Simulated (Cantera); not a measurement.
## Equilibrium for silicon etching in halogen gases: Si + NF3 + SF6

Input: 1 mol Si, 3.4 mol NF3, 2.2 mol SF6, equilibrated at 675 K.

Method: chemical equilibrium by Gibbs-energy minimisation in Cantera with the NASA 1993 tables (ideal gas, pure condensed phases). Candidate condensed phases: S, Si, Si3N4; 29 gas species. Kinetics and transport are ignored.

| P (Pa) | log p SF6 | log p F2 | log p NF3 | log p N2 | log p SiF4 | log p F |
|---|---|---|---|---|---|---|
| 1 | -5.59 | -5.54 | -8.28 | -5.71 | -5.94 | -5.84 |
| 5.20 | -4.86 | -4.76 | -6.73 | -4.97 | -5.20 | -5.45 |
| 27 | -4.13 | -4.03 | -5.28 | -4.26 | -4.47 | -5.08 |
| 140 | -3.39 | -3.38 | -3.97 | -3.58 | -3.73 | -4.76 |
| 720 | -2.63 | -2.88 | -2.89 | -2.94 | -2.97 | -4.50 |
| 3700 | -1.89 | -2.49 | -2.00 | -2.30 | -2.23 | -4.31 |
| 19000 | -1.16 | -2.19 | -1.22 | -1.64 | -1.50 | -4.16 |
| 100000 | -0.43 | -1.93 | -0.47 | -0.94 | -0.78 | -4.03 |
log p: log10 of the partial pressure in bar; nothing condenses.

From 1.00 Pa to 1.00 bar nothing is condensed. The main Si-bearing gas is SiF4 throughout.
